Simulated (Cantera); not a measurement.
A perfectly stirred reactor is fed with H₂ : O₂ : N₂ = 1.1 : 1 : 2.4 (molar parts), equivalence ratio 0.55, at 82.5 Torr; it is held at 1075 K, and followed from long to short residence time.

Detailed kinetics in Cantera: the H2/O2 subset of GRI-Mech 3.0, which has no nitrogen chemistry. The temperature is held fixed by assumption; the heat of reaction is taken as removed at once.

### Question
What does this change do: H2 1.1 to 4.2 parts?

### Answer
```tsv
quantity	before	after
x(H₂) at τ = 2.00 s	0.000433	0.332
x(O₂) at τ = 2.00 s	0.114	0.000194
x(O) at τ = 2.00 s	6.36e-5	5.92e-7
x(H₂O) at τ = 2.00 s	0.278	0.302
x(OH) at τ = 2.00 s	0.000207	1.09e-5
x(H₂) at τ = 31.0 ms	0.00568	0.320
x(O₂) at τ = 31.0 ms	0.116	0.00163
x(O) at τ = 31.0 ms	0.000990	3.92e-5
x(H₂O) at τ = 31.0 ms	0.270	0.296
x(OH) at τ = 31.0 ms	0.000943	9.68e-5
```

### Question
What does this change do: N2 2.4 to 11 parts?

### Answer
| quantity | before | after |
|---|---|---|
| x(H₂) at τ = 2.00 s | 0.000433 | 0.000257 |
| x(O₂) at τ = 2.00 s | 0.114 | 0.0359 |
| x(O) at τ = 2.00 s | 6.36e-5 | 7.36e-5 |
| x(H₂O) at τ = 2.00 s | 0.278 | 0.0873 |
| x(OH) at τ = 2.00 s | 0.000207 | 0.000137 |
| x(H₂) at τ = 31.0 ms | 0.00568 | 0.00327 |
| x(O₂) at τ = 31.0 ms | 0.116 | 0.0373 |
| x(O) at τ = 31.0 ms | 0.000990 | 0.00102 |
| x(H₂O) at τ = 31.0 ms | 0.270 | 0.0825 |
| x(OH) at τ = 31.0 ms | 0.000943 | 0.000591 |
